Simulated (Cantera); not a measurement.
**MgO + CH4 + H2 (carbothermic reduction)**

Feed: 1 mol MgO, 0.32 mol CH4, 5.2 mol H2, held at 1.33 mbar.

These are equilibrium values from Cantera (NASA tables, ideal gas, pure condensed phases), not measurements of a reactor. Candidate condensed phases: C, C6H6, C7H8, C8H18, H2O, Mg, MgCO3, MgO, Mg(OH)2; 116 gas species. The tables' values for MgH are old estimates; treat these amounts as uncertain. Equilibrium is a limit: real reactors are often held back by kinetics, nucleation or transport.

```csv
T (K),log p H2,log p CO,log p Mg,log p CH4,log p H,log p MgH,log p C2H2 (acetylene),n C(graphite),n MgO(s)
850,-2.88,-11.47,-11.46,-5.96,-12.13,<-14,-13.90,0.315,1.00
900,-2.88,-10.39,-10.39,-6.26,-11.37,-14.28,-13.13,0.318,1.00
950,-2.88,-9.42,-9.42,-6.53,-10.69,-13.25,-12.44,0.319,1.000
1000,-2.88,-8.56,-8.56,-6.77,-10.08,-12.33,-11.82,0.319,1.000
1050,-2.88,-7.78,-7.78,-6.99,-9.53,-11.50,-11.26,0.319,1.000
1100,-2.88,-7.07,-7.07,-7.20,-9.03,-10.74,-10.75,0.319,1.000
1150,-2.88,-6.42,-6.42,-7.38,-8.56,-10.06,-10.29,0.318,0.998
1200,-2.88,-5.83,-5.83,-7.55,-8.14,-9.43,-9.86,0.313,0.993
1250,-2.88,-5.28,-5.28,-7.72,-7.75,-8.85,-9.48,0.297,0.977
1300,-2.89,-4.78,-4.78,-7.88,-7.40,-8.32,-9.13,0.246,0.926
1350,-2.91,-4.32,-4.32,-8.05,-7.08,-7.84,-8.81,0.0927,0.773
```
log p: log10 of the partial pressure in bar; n: condensed amount in mol.

From 850 K to 1350 K the condensed part is C(graphite) + MgO(s).
